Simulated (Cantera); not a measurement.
Thermodynamics of fluorocarbon and chlorocarbon gases, feed CH3F + HCl + H2

Charge: 1 mol CH3F, 1.3 mol HCl, 14 mol H2, at 0.0100 bar.

Cantera equilibrium calculation (NASA polynomials, part measured and part estimated; ideal gas, pure solids and liquids). Candidate condensed phases: C, C6H6, C7H8, C8H18; 135 gas species. Ions and electrons are included (thermal ionisation). Kinetics and transport are ignored.

```json
[
 {"T (K)": "3000", "log p H": "-2.15", "log p H2": "-2.70", "log p Cl": "-3.48", "log p HF": "-3.46", "log p C": "-4.54", "log p F": "-5.11", "log p HCl": "-3.86"},
 {"T (K)": "3250", "log p H": "-2.08", "log p H2": "-3.16", "log p Cl": "-3.44", "log p HF": "-3.55", "log p C": "-3.98", "log p F": "-4.49", "log p HCl": "-4.36"},
 {"T (K)": "3500", "log p H": "-2.05", "log p H2": "-3.65", "log p Cl": "-3.43", "log p HF": "-3.72", "log p C": "-3.67", "log p F": "-3.99", "log p HCl": "-4.85"},
 {"T (K)": "3750", "log p H": "-2.05", "log p H2": "-4.10", "log p Cl": "-3.44", "log p HF": "-4.03", "log p C": "-3.57", "log p F": "-3.72", "log p HCl": "-5.30"},
 {"T (K)": "4000", "log p H": "-2.04", "log p H2": "-4.49", "log p Cl": "-3.44", "log p HF": "-4.44", "log p C": "-3.56", "log p F": "-3.61", "log p HCl": "-5.70"},
 {"T (K)": "4250", "log p H": "-2.04", "log p H2": "-4.85", "log p Cl": "-3.44", "log p HF": "-4.87", "log p C": "-3.55", "log p F": "-3.57", "log p HCl": "-6.05"},
 {"T (K)": "4500", "log p H": "-2.04", "log p H2": "-5.16", "log p Cl": "-3.44", "log p HF": "-5.26", "log p C": "-3.55", "log p F": "-3.56", "log p HCl": "-6.37"},
 {"T (K)": "4750", "log p H": "-2.04", "log p H2": "-5.45", "log p Cl": "-3.44", "log p HF": "-5.63", "log p C": "-3.55", "log p F": "-3.55", "log p HCl": "-6.65"},
 {"T (K)": "5000", "log p H": "-2.04", "log p H2": "-5.70", "log p Cl": "-3.44", "log p HF": "-5.96", "log p C": "-3.55", "log p F": "-3.55", "log p HCl": "-6.90"}
]
```
log p: log10 of the partial pressure in bar; nothing condenses.

From 3000 K to 5000 K nothing is condensed. The main C-bearing gas is C3 at 3000 K and C at 5000 K.
